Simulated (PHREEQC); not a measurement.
Solution (20 °C): 0.2 mol/kgw HNO3, 5.7e-07 mol/kgw H4SiO4 and 0.00017 mol/kgw H3BO3. Closed to the air; pH follows from the charge balance.

All values are PHREEQC results (ion-association model, wateq4f.dat), not measurements.

This is a speciation only: nothing precipitates in the calculation.

Task: Predict the pH, activity of water.

Result: pH 0.80; activity of water 0.993.

Species that the database lacks are ignored.
